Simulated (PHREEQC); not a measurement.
1 kg of water holding 0.056 mol K2SO4, 0.0057 mol KCl and 0.5 mol K2CO3 is evaporated at 30 °C; the solids stay in contact with the brine. No CO2 enters from the air. The run lets Arcanite, Kalicinite, Misenite, Sylvite precipitate or redissolve, and no other solid.

Computed with PHREEQC (Pitzer model, pitzer.dat).

| water left (kg) | ionic strength | water activity | Arcanite (mol) | S in solution (mol/kgw) | Cl in solution (mol/kgw) | C in solution (mol/kgw) | pH |
|---|---|---|---|---|---|---|---|
| 1 | 1.67 | 0.976 | 0 | 0.0560 | 0.00570 | 0.500 | 11.57 |
| 0.8219 | 2.03 | 0.971 | 0 | 0.0681 | 0.00694 | 0.608 | 11.62 |
| 0.6755 | 2.47 | 0.965 | 0 | 0.0829 | 0.00844 | 0.740 | 11.68 |
| 0.5552 | 3.01 | 0.957 | 0 | 0.101 | 0.0103 | 0.901 | 11.75 |
| 0.4564 | 3.66 | 0.946 | 0 | 0.123 | 0.0125 | 1.10 | 11.83 |
| 0.3751 | 4.45 | 0.933 | 0 | 0.149 | 0.0152 | 1.33 | 11.92 |
| 0.3083 | 5.28 | 0.918 | 0.0144 | 0.135 | 0.0185 | 1.62 | 12.02 |
| 0.2534 | 6.23 | 0.899 | 0.0311 | 0.0982 | 0.0225 | 1.97 | 12.14 |
| 0.2083 | 7.42 | 0.873 | 0.0420 | 0.0673 | 0.0274 | 2.40 | 12.28 |
| 0.1712 | 8.91 | 0.838 | 0.0487 | 0.0429 | 0.0333 | 2.92 | 12.45 |
| 0.1407 | 10.8 | 0.791 | 0.0525 | 0.0250 | 0.0405 | 3.55 | 12.65 |
| 0.1157 | 13.0 | 0.730 | 0.0545 | 0.0131 | 0.0493 | 4.32 | 12.88 |
| 0.09512 | 15.8 | 0.652 | 0.0554 | 0.00606 | 0.0599 | 5.26 | 13.17 |

Arcanite from water left = 0.3083 kg (pH 12.02).
